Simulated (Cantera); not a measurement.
## Premixed flame

A freely propagating, adiabatic, planar premixed flame of C3H8 : O2 : N2 = 1 : 6.58 : 24.7 (molar parts), equivalence ratio 0.76, unburnt at 698 K and 1000000 Pa; mixture-averaged transport, grid criteria slope 0.08 and curve 0.16, no radiation.

Computed with Cantera and GRI-Mech 3.0 (53 species, 325 reactions). GRI-Mech 3.0 was tuned for natural gas; its chemistry of propane as a main component is partial and can be far from experiment. Burning velocities carry a grid error of a few per cent, more on coarse grids.

```csv
z (mm),T (K),u (m/s),x C3H8,x O2,x CH2,x N2O,x C2H6,x C2H2
-0.140,698,0.869,0.0310,0.204,<1e-8,<1e-8,8.36e-8,5.55e-8
-0.0934,702,0.874,0.0309,0.203,<1e-8,<1e-8,1.08e-6,6.20e-7
-0.0700,712,0.889,0.0308,0.202,<1e-8,<1e-8,5.47e-6,2.80e-6
-0.0467,767,0.962,0.0302,0.196,<1e-8,1.52e-8,4.18e-5,1.81e-5
-0.0233,1057,1.35,0.0227,0.165,2.03e-8,1.28e-7,0.000361,0.000136
-0.0117,1392,1.81,0.00950,0.129,1.52e-6,3.23e-7,0.000539,0.000325
0,1760,2.32,0.000395,0.0895,1.86e-5,7.07e-7,7.92e-5,0.000463
0.0117,1951,2.57,4.29e-7,0.0679,7.42e-6,1.26e-6,3.80e-7,7.33e-5
0.0233,2042,2.67,<1e-8,0.0594,6.01e-7,1.70e-6,<1e-8,2.96e-6
0.0467,2144,2.78,<1e-8,0.0529,<1e-8,2.09e-6,<1e-8,<1e-8
0.0934,2227,2.87,<1e-8,0.0489,<1e-8,2.12e-6,<1e-8,<1e-8
0.187,2274,2.93,<1e-8,0.0471,<1e-8,1.64e-6,<1e-8,<1e-8
0.373,2289,2.94,<1e-8,0.0465,<1e-8,1.22e-6,<1e-8,<1e-8
```
x: mole fraction of selected species; z is measured from the peak of heat release.

```yaml
laminar_burning_velocity: 86.8 cm/s
thermal_thickness: 0.0467 mm
peak x(CH2): 1.98e-5
peak x(C2H6): 0.000556
peak x(C2H2): 0.000490
grid_points: 131
```
